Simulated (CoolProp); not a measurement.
Saturation properties of n-decane (Tc = 344.5 °C, pc = 2.101 MPa, ω = 0.488).

Model: reference Helmholtz-energy equation of state, Lemmon 2006, in CoolProp. It is a short technical equation, of lower accuracy than the large ones.

| T (°C) | p (MPa) | liquid density (kg/m³) | enthalpy of vaporisation (kJ/kg) | liquid cp (kJ/(kg K)) | vapour Z |
|---|---|---|---|---|---|
| 146.75 | 0.04778 | 628.3 | 293.4 | 2.692 | 0.9625 |
| 159.55 | 0.06890 | 617.1 | 285.6 | 2.748 | 0.9514 |
| 172.35 | 0.09684 | 605.5 | 277.5 | 2.804 | 0.9383 |
| 185.15 | 0.1330 | 593.6 | 269.1 | 2.861 | 0.9230 |
| 197.95 | 0.1790 | 581.2 | 260.3 | 2.919 | 0.9052 |
| 210.65 | 0.2360 | 568.4 | 251.0 | 2.978 | 0.8851 |
| 223.45 | 0.3067 | 554.9 | 241.1 | 3.040 | 0.8620 |
| 236.25 | 0.3925 | 540.7 | 230.6 | 3.105 | 0.8357 |
| 249.05 | 0.4957 | 525.5 | 219.1 | 3.174 | 0.8060 |
| 261.85 | 0.6184 | 509.1 | 206.6 | 3.251 | 0.7723 |
| 274.65 | 0.7632 | 491.1 | 192.8 | 3.340 | 0.7340 |
| 287.45 | 0.9329 | 471.1 | 177.3 | 3.450 | 0.6899 |
| 300.15 | 1.129 | 448.2 | 159.4 | 3.595 | 0.6389 |
| 312.95 | 1.358 | 420.6 | 137.7 | 3.827 | 0.5773 |
| 325.75 | 1.625 | 384.7 | 109.6 | 4.324 | 0.4994 |

It boils at 174.1 °C under 1 atm.
